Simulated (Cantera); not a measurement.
## Equilibrium for iron carbonyl, mercury and lead vapours: HgO + O2 + H2

Feed: 1 mol HgO, 0.014 mol O2, 19 mol H2, at 1523 K and 6.10 mbar.

Method: chemical equilibrium by Gibbs-energy minimisation in Cantera with the NASA 1993 tables (ideal gas, pure condensed phases). Candidate condensed phases: H2O, Hg, HgO; 10 gas species. Kinetics and transport are ignored.

| Item | Value |
|---|---|
| x(H2) | 0.898 |
| x(H2O) | 0.0514 |
| x(Hg) | 0.0500 |
| x(H) | 0.000280 |
| gas amount | 20.00 mol |
| log10 activity of Hg(l) (absent) | -6.29 |
